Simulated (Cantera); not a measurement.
An isothermal plug-flow reactor at 900 K and 0.938 atm (inlet), inlet velocity 0.42 m/s, active area per volume 280 1/m; feed 0.237 % CH4, 11.8 % O2, 84.9 % N2, 3.01 % H2O.

Computed with Cantera and Deutschmann's 1995 Pt surface mechanism with GRI-Mech 3.0 gas chemistry. Catalytic surfaces can have several steady states; this one follows from the mechanism file's or the stated starting coverage. Mass transfer to the wall is taken as infinitely fast.

x: gas mole fraction; θ: surface coverage.

```csv
z (m),x CH4,x O2,x H2O,x CO2,x CO,θ free Pt,θ O*,θ OH*
0.00014,0.00236,0.118,0.0301,2.69e-6,___,0.0975,0.899,0.00332
0.00023,0.00236,0.118,0.0301,4.44e-6,___,0.0975,0.899,0.00332
0.00039,0.00236,0.118,0.0301,7.59e-6,___,0.0975,0.899,0.00332
0.00065,0.00235,0.118,0.0301,1.28e-5,___,0.0975,0.899,0.00332
0.0011,0.00234,0.118,0.0301,2.18e-5,5.82e-7,0.0975,0.899,0.00332
0.0018,0.00233,0.118,0.0302,3.59e-5,6.28e-7,0.0975,0.899,0.00332
0.003,0.00230,0.118,0.0302,5.99e-5,6.35e-7,0.0976,0.899,0.00333
0.005,0.00226,0.118,0.0303,9.94e-5,6.26e-7,0.0976,0.899,0.00333
0.0083,0.00220,0.118,0.0304,0.000163,6.08e-7,0.0976,0.899,0.00334
0.014,0.00209,0.118,0.0306,0.000269,5.80e-7,0.0976,0.899,0.00335
```

Fill in the missing entries.


- 0.00014, x CO: 1.66e-7
- 0.00023, x CO: 2.49e-7
- 0.00039, x CO: 3.63e-7
- 0.00065, x CO: 4.83e-7
